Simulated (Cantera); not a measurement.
An isothermal, constant-pressure homogeneous reactor starts with CH₄ : H₂ : O₂ = 0.0053 : 1 : 0.0092 (molar parts), equivalence ratio 56, at 1825 K and 0.0750 bar. Integrator tolerance rtol = 1e-08.

Computed with Cantera and GRI-Mech 3.0 (53 species, 325 reactions).

Q: What does this change do: temperature 1825 to 2950 K?

A: 
```
quantity                                              before                                      after
-----------------  -----------------------------------------  -----------------------------------------
x(CH₄) at 10.0 s   0.000391 (gas-phase equilibrium 3.76e-10)      <1e-12 (gas-phase equilibrium <1e-12)
x(H₂) at 10.0 s          0.979 (gas-phase equilibrium 0.980)        0.600 (gas-phase equilibrium 0.600)
x(O₂) at 10.0 s    1.34e-11 (gas-phase equilibrium 1.07e-11)    3.48e-6 (gas-phase equilibrium 3.48e-6)
x(H₂O) at 10.0 s       0.0145 (gas-phase equilibrium 0.0129)    0.00808 (gas-phase equilibrium 0.00808)
x(CH₂O) at 10.0 s   1.44e-9 (gas-phase equilibrium 1.58e-10)  7.64e-11 (gas-phase equilibrium 7.64e-11)
x(HO₂) at 10.0 s       <1e-12 (gas-phase equilibrium <1e-12)    1.49e-9 (gas-phase equilibrium 1.49e-9)
```
